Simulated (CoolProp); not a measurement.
Vapour-liquid equilibrium of carbon dioxide (1) + sulfur dioxide (2) at 237.1 K; x and y are mole fractions of (1).

Computed with CoolProp (multi-fluid Helmholtz-energy mixture model, Span 1996 and Gao 2016; pair parameters Bell 2016).

| x | bubble pressure (MPa) | y at the bubble point | dew pressure at overall composition x (MPa) | liquid density (mol/L) |
|---|---|---|---|---|
| 0.05 | 0.1013 | 0.740 | 0.02861 | 23.97 |
| 0.2 | 0.3140 | 0.924 | 0.03392 | 24.31 |
| 0.35 | 0.5020 | 0.958 | 0.04163 | 24.61 |
| 0.5 | 0.6624 | 0.973 | 0.05385 | 24.88 |
| 0.65 | 0.8032 | 0.982 | 0.07620 | 25.07 |
| 0.8 | 0.9406 | 0.989 | 0.1302 | 25.15 |
| 0.95 | 1.097 | 0.997 | 0.4390 | 25.08 |

No azeotrope shows between x = 0.05 and 0.95.

The pair parameters rest on a limited set of measurements; away from them the model extrapolates. The gap from Raoult's law changes sign with composition, which may be real or a fault of the pair parameters; it wasn't checked against measurements.
